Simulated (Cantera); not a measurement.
A freely propagating, adiabatic, planar premixed flame of H2 : O2 : N2 = 1 : 0.172 : 0.466 (molar parts), equivalence ratio 2.9, unburnt at 425 K and 7500 Torr; mixture-averaged transport, grid criteria slope 0.08 and curve 0.16, no radiation.

Computed with Cantera and the H2/O2 subset of GRI-Mech 3.0, which has no nitrogen chemistry. The hydrogen kinetics of GRI-Mech 3.0 are dated; newer H2 mechanisms differ, most at raised pressure. Burning velocities carry a grid error of a few per cent, more on coarse grids.

### Question
Predict: laminar burning velocity; thermal thickness; peak x(H); peak x(H2O2); peak x(OH).

### Answer
| Property | Value |
|---|---|
| laminar burning velocity | 434 cm/s |
| thermal thickness | 0.0252 mm |
| peak x(H) | 0.0283 |
| peak x(H2O2) | 0.000137 |
| peak x(OH) | 0.00124 |
